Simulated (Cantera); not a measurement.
Mixture: CH₄ : CO : O₂ : N₂ = 1 : 3.1 : 3.88 : 14.6 (molar parts), at 6.60 bar, adiabatic and at constant pressure. Ignition delay is the time to a rise of 400 K.

Model: GRI-Mech 3.0 (53 species, 325 reactions), integrated in Cantera.

Question: Predict: delay at 1250 K; delay at 1400 K; delay at 1550 K; delay at 1700 K; delay at 1850 K; apparent activation energy between 1775 and 1925 K.

Answer: 
- delay at 1250 K: 4.56 ms
- delay at 1400 K: 0.652 ms
- delay at 1550 K: 0.135 ms
- delay at 1700 K: 39.3 µs
- delay at 1850 K: 14.9 µs
- apparent activation energy between 1775 and 1925 K: 160 kJ/mol
